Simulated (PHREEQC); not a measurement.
Dissolve 0.086 mol/kgw Cu(NO3)2, 0.019 mol/kgw HCl and 0.00068 mol/kgw NaCl at 76 °C. Closed to the air; pH follows from the charge balance.

The numbers come from PHREEQC with the ion-association model, phreeqc.dat.

This is a speciation only: nothing precipitates in the calculation.

**Question.** Order these Cl species by the share of Cl that they hold, largest first: Cl-, CuCl+, CuCl2.

**Answer.** Cl- (67 %), CuCl+ (32 %), CuCl2 (0.31 %)

The pH is 1.83 and the ionic strength 0.265 mol/kgw. Complexes and solids missing from the database can't appear. Constants without temperature data keep their 25 °C values here.
